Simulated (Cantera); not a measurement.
Feed: 1 mol n-butane, 7.7 mol H2, 4.8 mol N2, held at 10.0 mbar.

Cantera equilibrium calculation (NASA polynomials, part measured and part estimated; ideal gas, pure solids and liquids). Candidate condensed phases: C, C6H6, C7H8, C8H18; 92 gas species. Kinetics and transport are ignored. All values below are at 1823 K.

Base state: H2 0.721, N2 0.272, H 0.00368, HCN 0.00304, C2H2 (acetylene) 0.000152, HNC 0.000121 (mole fractions); condensed: C(graphite).

Problem. What changes in the equilibrium state with this change: N2 from 4.8 to 0.25 mol?

Solution. 
```tsv
species	before	after
H2	0.721	0.976
N2	0.272	0.0188
H	0.00368	0.00428
HCN	0.00304	0.000928
HNC	0.000121	3.71e-5
C2H2 (acetylene)	0.000152	0.000206
C(graphite), mol	3.94	3.98
```
